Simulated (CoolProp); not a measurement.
Properties of chlorine along the isotherm 327.5 K (Tc = 416.9 K, pc = 76.42 bar, ω = 0.070).

Values from CoolProp's reference Helmholtz-energy equation of state, Thol 2021.

| p (bar) | phase | Z | isothermal compressibility (1/MPa) | expansivity (1/kK) |
|---|---|---|---|---|
| 0.632 | gas | 0.9942 | 15.92 | 3.112 |
| 1.44 | gas | 0.9868 | 7.039 | 3.189 |
| 3.28 | gas | 0.9693 | 3.148 | 3.380 |
| 7.46 | gas | 0.9273 | 1.454 | [?] |
| 17 | liquid | 0.03414 | 0.003528 | 2.824 |
| 38.6 | liquid | 0.07695 | 0.003262 | 2.684 |
| 87.9 | liquid | [?] | [?] | 2.435 |
| 200 | liquid | 0.3822 | 0.002152 | 2.067 |

Complete the blanks.


- 7.46, expansivity (1/kK): 3.909
- 87.9, Z: 0.1726
- 87.9, isothermal compressibility (1/MPa): 0.002799
